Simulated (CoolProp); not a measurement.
Computed with CoolProp (reference Helmholtz-energy equation of state, Setzmann 1991).

Question: Give the vapour pressure (MPa), liquid viscosity (µPa s), liquid conductivity (mW/(m K)) of saturated methane at 178 K.

Answer: 
| T (K) | p (MPa) | liquid viscosity (µPa s) | liquid conductivity (mW/(m K)) |
|---|---|---|---|
| 178 | 3.07 | 32.8 | 88.6 |

Viscosity comes from a separate model (Quiñones-Cisneros 2006). Thermal conductivity comes from a separate model (Friend 1989).
